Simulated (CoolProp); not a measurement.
Values from CoolProp's reference Helmholtz-energy equation of state, Thol 2019.

**Question.** For tetradecamethylhexasiloxane (MD4M), give the phase and the density (kg/m³), cp (kJ/(kg K)), cv (kJ/(kg K)), fugacity coefficient at 160.85 °C and 13 bar; 215.65 °C and 13 bar.

**Answer.** 
- 160.85 °C and 13 bar: liquid; density 756, cp 2.00, cv 1.76, fugacity coefficient 0.00538
- 215.65 °C and 13 bar: liquid; density 699, cp 2.10, cv 1.87, fugacity coefficient 0.0307
